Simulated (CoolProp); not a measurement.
Vapour-liquid equilibrium of n-octane (1) + p-xylene (2) at 156.45 °C; x and y are mole fractions of (1).

Computed with CoolProp (multi-fluid Helmholtz-energy mixture model, Beckmüller 2019 and Zhou 2012; pair parameters Bell 2016).

Q: Give the bubble pressure and the first vapour's composition at x = 0.2, 0.5, 0.8. Is there an azeotrope?

A: x = 0.2: 180.3 kPa, y = 0.273; x = 0.5: 200.6 kPa, y = 0.569; x = 0.8: 214.7 kPa, y = 0.828. No azeotrope shows between x = 0.05 and 0.95.

The pair parameters rest on a limited set of measurements; away from them the model extrapolates.
